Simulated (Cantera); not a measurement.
A diamond (100) surface in a fixed gas of H2 with x(CH4) = 0.005, x(H) = 0.0044, x(CH3) = 1.5e-05, 97.5 Torr; coverages are run to steady state.

Computed with Cantera and the Harris–Goodwin 1993 mechanism for the reconstructed diamond (100) surface.

θ: site fractions in the mechanism's names (c6HH fully hydrogenated, c6H* and c6*H radical sites, c6** diradical, c6HM methylated).

```csv
T (K),growth (µm/h),θ c6HH,θ c6H*,θ c6*H,θ c6**,θ c6HM
925,0.704,0.666,0.0123,0.313,0.00543,…
1000,1.01,0.596,0.0184,0.374,0.00964,…
1075,1.28,0.532,0.0254,0.425,0.0155,…
1150,1.27,0.476,0.0330,0.467,0.0231,…
1225,0.890,0.428,0.0410,0.499,0.0321,…
1300,0.572,0.387,0.0489,0.521,0.0420,…
1375,0.470,0.354,0.0566,0.537,0.0523,…
```

Question: Complete the blanks.

Answer: 
- 925, θ c6HM: 0.00256
- 1000, θ c6HM: 0.00182
- 1075, θ c6HM: 0.00125
- 1150, θ c6HM: 0.000711
- 1225, θ c6HM: 0.000281
- 1300, θ c6HM: 8.23e-5
- 1375, θ c6HM: 2.19e-5
